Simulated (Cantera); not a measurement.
Charge: 1 mol B2H6, 0.22 mol O2, 0.21 mol H2, equilibrated at 950 °C.

Equilibrium computed with Cantera from the NASA thermochemical tables; the gas is ideal and each condensed phase is pure. Candidate condensed phases: B, B2O3, B3O3H3, H2O; 23 gas species. The feed counts by its element totals alone. Mutual solubility and eutectic melting of coexisting phases are not modelled. Rates play no part.

x: gas mole fraction; n: condensed amount in mol.

```json
[
 {"P (Pa)": "10", "x H2": "0.989", "x HBO": "0.00867", "x B3O3H3": "6.79e-5", "x B2O2": "0.00143", "n B(s)": "1.69", "n B2O3(l)": "0.133"},
 {"P (Pa)": "28", "x H2": "0.994", "x HBO": "0.00519", "x B3O3H3": "0.000114", "x B2O2": "0.000511", "n B(s)": "1.70", "n B2O3(l)": "0.139"},
 {"P (Pa)": "77", "x H2": "0.996", "x HBO": "0.00314", "x B3O3H3": "0.000190", "x B2O2": "0.000186", "n B(s)": "1.70", "n B2O3(l)": "0.142"},
 {"P (Pa)": "220", "x H2": "0.998", "x HBO": "0.00186", "x B3O3H3": "0.000322", "x B2O2": "6.51e-5", "n B(s)": "1.70", "n B2O3(l)": "0.143"},
 {"P (Pa)": "600", "x H2": "0.998", "x HBO": "0.00112", "x B3O3H3": "0.000533", "x B2O2": "2.39e-5", "n B(s)": "1.70", "n B2O3(l)": "0.144"},
 {"P (Pa)": "1700", "x H2": "0.998", "x HBO": "?", "x B3O3H3": "?", "x B2O2": "?", "n B(s)": "1.70", "n B2O3(l)": "0.143"},
 {"P (Pa)": "4600", "x H2": "0.998", "x HBO": "?", "x B3O3H3": "?", "x B2O2": "?", "n B(s)": "1.70", "n B2O3(l)": "0.141"},
 {"P (Pa)": "13000", "x H2": "0.997", "x HBO": "0.000241", "x B3O3H3": "0.00248", "x B2O2": "1.10e-6", "n B(s)": "1.70", "n B2O3(l)": "0.138"},
 {"P (Pa)": "36000", "x H2": "0.996", "x HBO": "0.000145", "x B3O3H3": "0.00411", "x B2O2": "3.98e-7", "n B(s)": "1.69", "n B2O3(l)": "0.133"},
 {"P (Pa)": "100000", "x H2": "0.993", "x HBO": "8.69e-5", "x B3O3H3": "0.00683", "x B2O2": "1.43e-7", "n B(s)": "1.68", "n B2O3(l)": "0.125"}
]
```

Problem. Fill in the missing entries.

Solution. 
- 4600, x HBO: 0.000406
- 4600, x B3O3H3: 0.00148
- 4600, x B2O2: 3.11e-6
- 1700, x HBO: 0.000668
- 1700, x B3O3H3: 0.000897
- 1700, x B2O2: 8.42e-6
